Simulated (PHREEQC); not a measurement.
A PHREEQC input (ion-association model, phreeqc.dat):

```
SOLUTION 1
  temp 20
  units mg/L
  pH 7.46 charge
  pe 10
  Na 224
  K 3.04
  Ca 64.2
  Mg 47.8
  Cl 187
  S(6) 115 as SO4
  Alkalinity 579 as HCO3
  B 5.54
END
USE solution 1
EQUILIBRIUM_PHASES 1
  Quartz 0 0.5
  CO2(g) -3.4 10
END
```

It stops with these messages:

```
ERROR: pH adustment cannot attain charge balance when alkalinity is fixed.
ERROR: Program terminating due to input errors.
```

The fault: pH asked from the charge balance while alkalinity is fixed. The line should read `pH 7.46` where the input has `pH 7.46 charge`. With the mend the run ends at pH 8.99 and ionic strength 0.0197 mol/kgw.
